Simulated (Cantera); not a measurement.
A perfectly stirred reactor is fed with C2H6 : N2 = 1.6 : 1.8 (molar parts), at 760 Torr; it is held at 1348 K, and followed from long to short residence time.

Model: GRI-Mech 3.0 (53 species, 325 reactions), integrated in Cantera. GRI-Mech 3.0 stops at C3 and has no aromatics, soot or wall deposition, so with more carbon than oxygen in the feed, carbon stays in small species such as C2H2 where larger ones or solid carbon would form.

**Question.** Predict: x(C2H6) at τ = 0.950 s; x(CH4) at τ = 0.950 s; x(C2H2) at τ = 0.950 s; x(C2H4) at τ = 0.950 s; x(C2H6) at τ = 45.0 ms; x(CH4) at τ = 45.0 ms; x(CH2) at τ = 45.0 ms; x(C2H2) at τ = 45.0 ms; x(C2H4) at τ = 45.0 ms.

**Answer.** 
```json
{
  "x(C2H6) at τ = 0.950 s": "0.00200",
  "x(CH4) at τ = 0.950 s": "0.128",
  "x(C2H2) at τ = 0.950 s": "0.146",
  "x(C2H4) at τ = 0.950 s": "0.0822",
  "x(C2H6) at τ = 45.0 ms": "0.0117",
  "x(CH4) at τ = 45.0 ms": "0.0928",
  "x(CH2) at τ = 45.0 ms": "2.07e-9",
  "x(C2H2) at τ = 45.0 ms": "0.113",
  "x(C2H4) at τ = 45.0 ms": "0.131"
}
```
